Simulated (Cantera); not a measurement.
Ignition delay

Mixture: 8.21 % CH4, 10.7 % CO, 15.5 % O2, 58.5 % N2, 7.14 % CO2, equivalence ratio 1.4, at 100000 Pa, adiabatic and at constant pressure. Ignition delay is the time to a rise of 400 K.

Model: GRI-Mech 3.0 (53 species, 325 reactions), integrated in Cantera.

| T0 (K) | delay (ms) |
|---|---|
| 1048 | 1410 |
| 1123 | 353 |
| 1198 | 99.6 |
| 1273 | 31.0 |
| 1348 | 10.5 |
| 1423 | 3.94 |
| 1498 | 1.63 |
| 1573 | 0.755 |
| 1648 | 0.388 |

* **apparent activation energy between 1498 and 1648 K**: 200 kJ/mol
